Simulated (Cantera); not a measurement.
Cantera run, input and output.

```python
import numpy as np
import cantera as ct

surf = ct.Interface("diamond.yaml", "diamond_100")
gas, bulk = surf.adjacent["gas"], surf.adjacent["diamond"]
k = surf.kinetics_species_index(bulk.species_names[0])
cover = ["c6HH", "c6H*", "c6*H", "c6**", "c6HM", "c6B"]

rows, drift = [], 0.0
print(f"{'T':>10s}{'um/h':>11s}" + "".join(f"{s:>11s}" for s in cover))
for v in [900, 975, 1050, 1125, 1200, 1275, 1350]:
    T, P, xH, xCH3 = v, 1900, 0.0013, 2.8e-05
    gas.TPX = T, P, {"H": xH, "CH3": xCH3, "CH4": 0.0036, "H2": 1 - xH - xCH3 - 0.0036}
    surf.TP = bulk.TP = T, P
    surf.coverages = "c6H*:0.1, c6HH:0.9"
    surf.advance_coverages(100.0)
    before = surf.coverages
    surf.advance_coverages(100.0)
    drift = max(drift, np.max(np.abs(surf.coverages - before) / (surf.coverages + 1e-9)))
    rate = surf.net_production_rates[k] * bulk.mean_molecular_weight / bulk.density * 3.6e9
    rows.append([rate, *surf[cover].coverages])
    print(f"{v:10.4g}{rate:11.4e}" + "".join(f"{x:11.3e}" for x in rows[-1][1:]))
```

It prints:

```
         T       um/h       c6HH       c6H*       c6*H       c6**       c6HM        c6B
       900 1.5823e-01  6.779e-01  1.022e-02  2.862e-01  4.187e-03  1.725e-02  4.294e-10
       975 2.0232e-01  6.132e-01  1.587e-02  3.492e-01  7.630e-03  1.050e-02  5.490e-10
      1050 1.5374e-01  5.544e-01  2.260e-02  4.046e-01  1.240e-02  4.081e-03  4.172e-10
      1125 7.5299e-02  5.018e-01  2.996e-02  4.485e-01  1.815e-02  9.289e-04  2.043e-10
      1200 4.9044e-02  4.578e-01  3.749e-02  4.799e-01  2.427e-02  1.805e-04  1.331e-10
      1275 4.6993e-02  4.242e-01  4.489e-02  5.005e-01  3.007e-02  3.603e-05  1.275e-10
      1350 3.5306e-02  4.009e-01  5.193e-02  5.121e-01  3.498e-02  7.337e-06  9.581e-11
```

Detailed kinetics in Cantera: the Harris–Goodwin 1993 mechanism for the reconstructed diamond (100) surface.
